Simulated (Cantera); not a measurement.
A closed system holds: 1 mol CS₂, 0.33 mol SO₂, a varied amount of H₂, held at 2000 Pa.

Method: chemical equilibrium by Gibbs-energy minimisation in Cantera with the NASA 1993 tables (ideal gas, pure condensed phases). Candidate condensed phases: C, C₆H₆, C₇H₈, C₈H₁₈, H₂O, H₂SO₄, S; 123 gas species. Rates play no part.

What condenses at these points (T in K, n(H₂) in mol): (748, 1.2); (1348, 1.6); (973, 2.2); (1123, 2.4); (898, 0.99)?


```tsv
T (K)	n(H₂) in mol	condensed phases	C condensed (%)
748	1.2	C	6.7
1348	1.6	gas only	0.0
973	2.2	C	5.0
1123	2.4	gas only	0.0
898	0.99	gas only	0.0
```
